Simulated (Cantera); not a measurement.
An adiabatic, constant-pressure homogeneous reactor starts with H2 : O2 : N2 = 1 : 0.217 : 0.817 (molar parts), equivalence ratio 2.3, at 1798 K and 0.390 bar.

Cantera simulation using the H2/O2 subset of GRI-Mech 3.0, which has no nitrogen chemistry; the numbers are that mechanism's predictions, not measurements.

### Question
Predict: time of steepest temperature rise; temperature at 5.00 s; equilibrium temperature; x(H2) at 5.00 s; x(O2) at 5.00 s; x(HO2) at 5.00 s; x(H2O2) at 5.00 s; x(O) at 5.00 s; x(H2O) at 5.00 s; x(H) at 5.00 s.

### Answer
```json
{
 "time_of_steepest_temperature_rise": "16.2 µs",
 "temperature at 5.00 s": "2777 K",
 "equilibrium_temperature": "2777 K",
 "x(H2) at 5.00 s": "0.277 (gas-phase equilibrium 0.277)",
 "x(O2) at 5.00 s": "0.000607 (gas-phase equilibrium 0.000607)",
 "x(HO2) at 5.00 s": "3.93e-7 (gas-phase equilibrium 3.93e-7)",
 "x(H2O2) at 5.00 s": "3.94e-8 (gas-phase equilibrium 3.94e-8)",
 "x(O) at 5.00 s": "0.00197 (gas-phase equilibrium 0.00197)",
 "x(H2O) at 5.00 s": "0.212 (gas-phase equilibrium 0.212)",
 "x(H) at 5.00 s": "0.0640 (gas-phase equilibrium 0.0640)"
}
```
